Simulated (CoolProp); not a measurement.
trans-2-butene along the isobar 1960 kPa: density (kg/m³) from the reference equation and from simpler models built on Tc = 155.5 °C, pc = 4019 kPa, ω = 0.210; each cubic takes its own stable root.

The numbers come from the reference Helmholtz-energy equation of state, Lemmon 2005 in CoolProp. It is a short technical equation, of lower accuracy than the large ones.

```csv
T (°C),phase,reference,van der Waals,Redlich-Kwong,Soave-Redlich-Kwong,Peng-Robinson
38.65,liquid,584.9,356.9,513.3,530.0,599.9
44.25,liquid,577.9,352.4,505.6,522.6,591.7
49.75,liquid,570.9,347.8,497.8,515.1,583.4
55.35,liquid,563.5,343.0,489.6,507.1,574.5
60.85,liquid,556.0,338.0,481.2,498.9,565.3
66.45,liquid,548.2,332.6,472.2,490.2,555.5
71.95,liquid,540.2,327.0,463.1,481.2,545.4
77.45,liquid,531.9,321.1,453.5,471.7,534.8
83.05,liquid,523.1,314.6,443.2,461.6,523.3
88.55,liquid,514.0,51.94,432.4,451.0,511.3
94.15,liquid,504.2,49.95,420.7,439.4,498.2
99.65,liquid,494.0,48.23,408.3,427.2,484.2
105.25,liquid,482.8,46.65,394.5,413.6,468.8
110.75,liquid,470.8,45.25,48.68,398.8,451.9
116.35,gas,49.17,43.95,46.81,47.73,49.06
121.85,gas,46.95,42.77,45.19,45.87,47.09
```

At some of these states van der Waals, Redlich-Kwong gives the other phase, because its saturation line lies elsewhere.
